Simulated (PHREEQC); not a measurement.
A column of 0.1 m (40 cells, dispersivity 0.0035 m, 300 s a shift, diffusion coefficient 3e-10 m²/s) holds 0.0026 eq of the database's cation exchanger X per kg of pore water, first in equilibrium with 0.0043 mol MgCl2, 0.016 mol NaCl and 1e-05 mol HCl per kg of water. It is flushed with 0.00061 mol/kgw PbCl2 and 1e-05 mol/kgw HCl, at 25 °C. Values are for the last cell. CO2 from the air is kept out. Nothing may precipitate in this run.

The series has 32 steps of pore volumes, from 0 to 6.987.

All values are PHREEQC results (ion-association model, phreeqc.dat), not measurements.

### Question
After how many pore volumes does Pb at the outlet first reach half of its feed value?

### Answer
By 3.2 pore volumes.
